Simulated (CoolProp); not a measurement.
Values from CoolProp's reference Helmholtz-energy equation of state, Lemmon 2013.

For propylene, give the phase and the density (kg/m³), cv (kJ/(kg K)), speed of sound (m/s), viscosity (µPa s) at 351.8 K and 26.7 MPa; 441.1 K and 26.7 MPa; 485.7 K and 26.7 MPa.


- 351.8 K and 26.7 MPa: liquid; density 500, cv 1.71, speed of sound 805, viscosity 93.0
- 441.1 K and 26.7 MPa: supercritical; density 393, cv 1.99, speed of sound 548, viscosity 57.4
- 485.7 K and 26.7 MPa: supercritical; density 340, cv 2.13, speed of sound 478, viscosity 46.6

Viscosity comes from a separate model (Huber 2003), an estimate that may be off by 10 % or more.
